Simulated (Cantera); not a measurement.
A Cantera script and what it prints.

```python
import numpy as np
import cantera as ct

gas_names = """
    AL ALCL ALCL2 ALCL3 ALN AL2 AL2CL6 CL CL2 N N2
""".split()
cond_names = """
    AL(cr) AL(L) ALCL3(s) ALCL3(L) ALN(s)
""".split()


# ... load() reads the species with a 1 bar reference pressure and builds the phases ...
atoms = {
    'AlCl3': {'AL': 1, 'CL': 3},
    'N2': {'N': 2},
}
top_T = {'ALN(s)': 2750}  # K; cautious upper limits of use, not melting points


# ... equilibrate(T, P, feed) seeds the gas with the atoms and calls Mixture.equilibrate('TP', solver="vcs", rtol=1e-11, max_steps=5000) ...
results = []
feed = {'AlCl3': 1, 'N2': 8.5}  # mol
P = 500  # Pa
for T in [650, 750, 850, 950, 1050, 1150, 1250, 1350, 1450, 1550, 1650, 1750]:
    mix = equilibrate(T, P, feed)
    results.append((T, P, feed, dict(zip(mix.species_names, mix.species_moles))))

top = {s: max(r[3][s] / sum(r[3][g] for g in gas_names) for r in results) for s in gas_names}
cols = sorted((s for s in top if top[s] > 1e-05), key=lambda s: -top[s])[:7]
seen = [c for c in cond_names if any(r[3].get(c, 0) > 1e-12 for r in results)]
print("log10 of partial pressures in bar; condensed amounts in mol")
print(f"{'T/K':>10s}" + "".join(f"{s[:9]:>10s}" for s in cols + seen))
for T, P, feed, n in results:
    ng = sum(n[g] for g in gas_names)
    print(f"{T:10.4g}" + "".join(f"{np.log10(max(n[s] / ng * P / 1e5, 1e-99)):10.3f}" for s in cols)
          + "".join(f"{n.get(c, 0):10.4g}" for c in seen))
```

It prints:

```
log10 of partial pressures in bar; condensed amounts in mol
       T/K        N2     ALCL3        CL    AL2CL6     ALCL2      ALCL
       650    -2.346    -3.351   -15.129    -4.373   -15.093   -22.633
       750    -2.349    -3.283   -12.807    -5.526   -12.789   -18.883
       850    -2.349    -3.279   -11.057    -6.488   -11.048   -16.007
       950    -2.349    -3.279    -9.680    -7.242    -9.674   -13.733
      1050    -2.349    -3.279    -8.566    -7.845    -8.562   -11.889
      1150    -2.349    -3.279    -7.646    -8.336    -7.645   -10.366
      1250    -2.349    -3.279    -6.872    -8.742    -6.875    -9.088
      1350    -2.349    -3.279    -6.211    -9.084    -6.224    -8.004
      1450    -2.350    -3.281    -5.637    -9.376    -5.668    -7.080
      1550    -2.350    -3.285    -5.130    -9.633    -5.194    -6.290
      1650    -2.351    -3.296    -4.679    -9.870    -4.791    -5.617
      1750    -2.354    -3.322    -4.275   -10.108    -4.455    -5.044
```

Method: chemical equilibrium by Gibbs-energy minimisation in Cantera with the NASA 1993 tables (ideal gas, pure condensed phases). The tables' values for AlCl2 are old estimates; treat these amounts as uncertain.
